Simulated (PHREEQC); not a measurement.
# Alkaline etch or developer (model solution)

Dissolve 0.62 mol/kgw NaOH and 0.00037 mol/kgw K3PO4 at 84 °C. Closed to the air; pH follows from the charge balance.

Equilibrium calculation in PHREEQC: ion-association model, phreeqc.dat.

Each row changes one thing in this solution. No solid was allowed to form.

```tsv
case	pH	ionic strength (mol/kgw)
as made	12.08	0.622
diluted 5-fold with water	11.46	0.124
diluted 10-fold with water	___	0.0622
NaOH replaced by NaHSO4 at the same molality	___	0.761
K3PO4 replaced by KHCO3 at the same molality	12.08	0.620
0.1 mol/kgw NaHCO3 added	___	0.630
temperature from 84 to 65 °C	___	0.622
0.41 mol/kgw (NH4)2SO4 added	8.74	___
```

Q: Fill in the missing entries.

A: 
- diluted 10-fold with water, pH: 11.20
- NaOH replaced by NaHSO4 at the same molality, pH: 1.09
- 0.1 mol/kgw NaHCO3 added, pH: 12.00
- temperature from 84 to 65 °C, pH: 12.48
- 0.41 mol/kgw (NH4)2SO4 added, ionic strength (mol/kgw): 0.901

The ionic strength passes 0.7 mol/kgw, the rough limit of the ion-association models, in NaOH replaced by NaHSO4 at the same molality; 0.41 mol/kgw (NH4)2SO4 added. Complexes and solids missing from the database can't appear. At this temperature some constants are extrapolated from 25 °C, and those without enthalpy data are left unchanged.
